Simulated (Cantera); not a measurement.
## Hydrocarbon pyrolysis for carbon deposition

A perfectly stirred reactor is fed with 9.60 % CH4, 90.4 % N2, at 0.987 atm; it is held at 1375 K, and followed from long to short residence time.

Computed with Cantera and GRI-Mech 3.0 (53 species, 325 reactions). GRI-Mech 3.0 stops at C3 and has no aromatics, soot or wall deposition, so with more carbon than oxygen in the feed, carbon stays in small species such as C2H2 where larger ones or solid carbon would form.

| τ (s) | x CH4 | x CH3 | x C2H6 | x C2H | x C2H4 | x H | x HCN |
|---|---|---|---|---|---|---|---|
| 23 | 0.0534 | 8.93e-6 | 2.37e-5 | 1.24e-10 | 0.00131 | 4.82e-7 | 2.77e-10 |
| 6.9 | 0.0733 | 1.30e-5 | 5.46e-5 | 7.01e-11 | 0.000658 | 2.73e-7 | 7.98e-11 |
| 2.1 | 0.0861 | 1.72e-5 | 0.000102 | 3.24e-11 | 0.000548 | 1.33e-7 | 2.00e-11 |
| 0.63 | 0.0924 | 2.00e-5 | 0.000144 | 1.01e-11 | 0.000481 | 5.10e-8 | 3.44e-12 |
| 0.19 | 0.0950 | 1.95e-5 | 0.000133 | 1.60e-12 | 0.000233 | 1.46e-8 | <1e-12 |
| 0.057 | 0.0958 | 1.51e-5 | 7.15e-5 | <1e-12 | 4.82e-5 | 4.23e-9 | <1e-12 |
| 0.017 | 0.0960 | 1.04e-5 | 2.35e-5 | <1e-12 | 5.96e-6 | 2.12e-9 | <1e-12 |
| 0.0052 | 0.0960 | 7.20e-6 | 5.55e-6 | <1e-12 | 7.51e-7 | 1.65e-9 | <1e-12 |
x: mole fraction; the columns are a selection and need not sum to one.
